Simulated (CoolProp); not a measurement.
A single-stage vapour-compression cycle with the fluoroketone C6F12O (FK-5-1-12): evaporating at 323.15 K (dew point), condensing at 388.15 K (bubble point), superheat 8 K, subcooling 0 K, compressor efficiency 0.75, no pressure losses. Each further row changes one setting.

Computed with CoolProp (reference Helmholtz-energy equation of state, McLinden 2015).

| case | cooling COP | pressure ratio | discharge temperature (K) | refrigerating effect (kJ/kg) | volumetric capacity (kJ/m³) |
|---|---|---|---|---|---|
| as stated | 1.15 | 6.08 | 388.1 | 18.9 | 242 |
| evaporating temperature 328.15 K | 1.52 | 5.13 | 388.1 | 23.1 | 347 |
| condensing temperature 383.15 K | 1.59 | 5.42 | 383.2 | 25.0 | 320 |
| subcooling 5 K | 1.52 | 6.08 | 388.1 | 25.1 | 320 |
| superheat 18 K | 1.53 | 6.08 | 388.1 | 28.0 | 345 |
| compressor efficiency 0.65 | 0.997 | 6.08 | 388.1 | 18.9 | 242 |

The compression ends wet for: as stated; evaporating temperature 328.15 K; condensing temperature 383.15 K; subcooling 5 K; superheat 18 K; compressor efficiency 0.65.
